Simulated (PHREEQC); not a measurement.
A made-up water analysis in mg/L, 25 °C, pH 1.83, pe 10.3:

```tsv
constituent	mg/L
Na	79.8
K	103
Ca	565
Mg	88.2
Cl	390
S(6) as SO4	2860
Fe(3)	0.245
Cu(2)	58.8
```

Cl is adjusted to close the charge balance.
Valence states are taken as typed.

Model: ion-association model, phreeqc.dat, run in PHREEQC.

No solid was allowed to form.

Problem. Predict the ionic strength, density, specific conductance.

Solution. ionic strength 0.0757 mol/kgw; density 1.001 g/cm³; specific conductance 9400 µS/cm.

Problem. In which forms is K present?

Solution. K+ 96 %, KSO4- 3.7 % of the K.

The solution is supersaturated, for example in Hematite (slow to form), so a real one may precipitate; this is no full list.
